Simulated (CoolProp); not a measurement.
A single-stage vapour-compression cycle with R1336mzz(E): evaporating at 329.15 K (dew point), condensing at 381.15 K (bubble point), superheat 2 K, subcooling 2 K, compressor efficiency 0.9, no pressure losses. Each further row changes one setting.

Values from CoolProp's reference Helmholtz-energy equation of state, Akasaka 2023.

```tsv
case	cooling COP	pressure ratio	discharge temperature (K)	refrigerating effect (kJ/kg)	volumetric capacity (kJ/m³)
as stated	[?]	3.47	381.2	58.1	2080
evaporating temperature 334.15 K	3.85	[?]	381.2	[?]	[?]
condensing temperature 376.15 K	3.96	3.13	376.1	65.6	2360
subcooling 7 K	3.69	3.47	381.2	66.0	2370
superheat 12 K	3.50	3.47	385.2	67.4	[?]
compressor efficiency 0.8	2.89	3.47	381.2	58.1	2080
```

Question: Complete the blanks.

Answer: 
- as stated, cooling COP: 3.25
- evaporating temperature 334.15 K, pressure ratio: 3.03
- evaporating temperature 334.15 K, refrigerating effect (kJ/kg): 61.2
- evaporating temperature 334.15 K, volumetric capacity (kJ/m³): 2530
- superheat 12 K, volumetric capacity (kJ/m³): 2300

The compression ends wet for: as stated; evaporating temperature 334.15 K; condensing temperature 376.15 K; subcooling 7 K; compressor efficiency 0.8.
